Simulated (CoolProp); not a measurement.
Vapour-liquid equilibrium of R114 (1) + benzene (2) at 219 kPa; x and y are mole fractions of (1).

Values from CoolProp's multi-fluid Helmholtz-energy mixture model, Platzer 1990 and Thol 2012; pair parameters Bell 2016. This equation is an older, rougher fit; its heat capacities, sound speeds and derivatives of the liquid may be far off and weren't checked against measurements.

```csv
x,"bubble temperature, mixture model (°C)","bubble temperature, Raoult's law (°C)","y, mixture model","y, Raoult's law"
0.05,?,96.0,0.484,0.299
0.2,53.1,72.2,0.833,0.711
0.35,42.9,57.1,0.897,0.860
0.5,37.9,46.5,0.924,0.928
0.65,?,38.6,?,0.963
0.8,?,32.3,0.965,0.984
0.95,27.0,27.2,0.990,0.997
```

Problem. Complete the blanks.

Solution. 
- 0.05, bubble temperature, mixture model (°C): 84.2
- 0.65, bubble temperature, mixture model (°C): 34.2
- 0.65, y, mixture model: 0.944
- 0.8, bubble temperature, mixture model (°C): 30.7

The largest gap from Raoult's law is -19.1 K in bubble temperature, at x = 0.2. No azeotrope shows between x = 0.05 and 0.95.

The pair parameters rest on a limited set of measurements; away from them the model extrapolates. With so large a gap from Raoult's law the liquid may split in two, which this calculation doesn't test in full.
